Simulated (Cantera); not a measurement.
## Reactions in the system Cr-N-O

Source: NASA polynomial tables (part measured, part estimated), evaluated in Cantera. Values are per mole of reaction as written; species without (g) are pure solids or liquids, kept so even where they would boil at 1 bar.

6 NO2(g) + 4 Cr2O3 → 8 CrO3(g) + 3 N2(g)

```
T (K)  ΔH° (kJ)  ΔS° (J/K)  ΔG° (kJ)  log10 K
-----  --------  ---------  --------  -------
1298     1893.9      795.7     861.1   -34.65
1398     1883.0      787.6     782.0   -29.22
1498     1871.8      779.9     703.6   -24.53
1598     1860.2      772.4     626.0   -20.46
1698     1848.2      765.1     549.1   -16.89
1798     1835.7      757.9     473.0   -13.74
1898     1822.8      750.9     397.5   -10.94
1998     1809.4      744.1     322.8    -8.44
2098     1795.5      737.3     248.7    -6.19
2198     1781.2      730.6     175.3    -4.17
2298     1766.4      724.0     102.6    -2.33
```
